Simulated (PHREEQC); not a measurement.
A solution holds 0.022 mol H2SO4 and 5e-05 mol NiSO4 per kg of water, at 25 °C. Closed to the air; pH follows from the charge balance.

All values are PHREEQC results (ion-association model, wateq4f.dat), not measurements.

Each row changes one thing in this solution. No solid was allowed to form.

```tsv
case	pH	ionic strength (mol/kgw)	HSO4- (mol/kgw)	SO4-2 (mol/kgw)	Ni+2 (mol/kgw)	NiSO4 (mol/kgw)	SI of Morenosite (NiSO4:7H2O)	SI of Ni(OH)2 (Ni(OH)2)
as made	1.58	0.0396	0.0133	0.00874	3.56e-5	1.44e-5	-4.77	-12.41
H2SO4 from 0.022 to 0.11 mol/kgw	0.98	0.151	0.0898	0.0203	3.54e-5	1.46e-5	-4.76	-13.78
diluted 5-fold with water	2.17	0.0104	0.00143	0.00298	7.98e-6	2.02e-6	-5.63	-11.74
diluted 100-fold with water	3.38	0.000646	7.97e-6	0.000212	4.84e-7	1.59e-8	-7.73	-10.41
H2SO4 left out	6.89	0.000198	5.88e-10	4.96e-5	4.95e-5	4.21e-7	-6.31	-1.35
```

Species that the database lacks are ignored.
